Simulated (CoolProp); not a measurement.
Vapour-liquid equilibrium of toluene (1) + n-octane (2) at 357.9 K; x and y are mole fractions of (1).

The numbers come from the multi-fluid Helmholtz-energy mixture model, Lemmon 2006 and Beckmüller 2019; pair parameters Bell 2016 in CoolProp.

Task: Give the bubble pressure and the first vapour's composition at x = 0.45, 0.55, 0.95. Is there an azeotrope?

Result: x = 0.45: 39.19 kPa, y = 0.583; x = 0.55: 40.88 kPa, y = 0.662; x = 0.95: 45.38 kPa, y = 0.957. No azeotrope shows between x = 0.05 and 0.95.

Pair parameters are fitted to limited data, so mixtures are less certain than the pure fluids.
